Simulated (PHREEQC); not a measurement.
A solution holds 0.0016 mol/kgw CaCl2, 0.0093 mol/kgw Na2HPO4 and 8.9e-05 mol/kgw MgSO4, at 66 °C. Closed to the air; pH follows from the charge balance.

All values are PHREEQC results (ion-association model, phreeqc.dat), not measurements.

Problem. The ionic strength comes out as 0.0270 mol/kgw. What activity coefficients do NaHPO4-, Cl-, Mg+2, SO4-2, CaH2PO4+ get?

Solution. NaHPO4- 0.85, Cl- 0.84, Mg+2 0.53, SO4-2 0.52, CaH2PO4+ 0.85.

Precipitation was switched off in this run. Examples of supersaturated solids here: Hydroxyapatite. Others may be too. Species that the database lacks are ignored. Constants without temperature data keep their 25 °C values here.
